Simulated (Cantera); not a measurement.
Input: 1 mol PbO, 0.29 mol O₂, 0.94 mol N₂, equilibrated at 0.0100 bar.

Equilibrium computed with Cantera from the NASA thermochemical tables; the gas is ideal and each condensed phase is pure. Candidate condensed phases: Pb, PbO, PbO₂, Pb₃O₄; 12 gas species. Rates play no part.

Task: At 827 °C, list the 4 most abundant gas species with their mole fractions, and the condensed phases.

Result: N₂ 0.764, O₂ 0.236, PbO 0.000619, NO 8.86e-5. Condensed: PbO(yellow).
